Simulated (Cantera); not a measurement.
Charge: 1 mol FeS2, 160 mol H2, equilibrated at 1550 °C and 5100 Pa.

Cantera equilibrium calculation (NASA polynomials, part measured and part estimated; ideal gas, pure solids and liquids). Candidate condensed phases: Fe, FeS, FeS2, S; 8 gas species. The numbers say what is thermodynamically allowed, not how fast it happens.

### Question
What is the equilibrium state?

### Answer
| Item | Value |
|---|---|
| x(H2) | 0.986 |
| x(H2S) | 0.00805 |
| x(H) | 0.00191 |
| x(SH) | 0.00166 |
| x(S2) | 0.00130 |
| x(Fe) | 0.000798 |
| x(S) | 0.000142 |
| n(Fe(l)) | 0.872 mol |
| gas amount | 160.6 mol |
| log10 activity of S(l) (absent) | -3.57 |
